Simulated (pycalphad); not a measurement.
# Effect of Si content in Ti-Si

All values are pycalphad results on the COST 507 light-alloy database (1999) (1 atm), not direct measurements. The data set is of 1999 and partly superseded. Phase fractions are per mole of atoms. Kinetics are ignored, which matters at the lower temperatures.

### Question
One of these alloys has its liquidus at 1876 K, its solidus at 1648 K, and holds hcp 0.86, SITI3 0.14 at 550 K. Which?
A) Ti-1.23Si (at.%)
B) Ti-4.93Si (at.%)
C) Ti-9.86Si (at.%)
D) Ti-14.79Si (at.%)
E) Ti-3.7Si (at.%)

### Answer
E, Ti-3.7Si (at.%). The others: Ti-1.23Si (at.%), liquidus 1919, solidus 1787; Ti-4.93Si (at.%), liquidus 1854, solidus 1613; Ti-9.86Si (at.%), liquidus 1731, solidus 1613; Ti-14.79Si (at.%), liquidus 1692, solidus 1613

Database names, with the compositions (at.%) that they take in these runs: SITI3: Ti 75 Si 25.
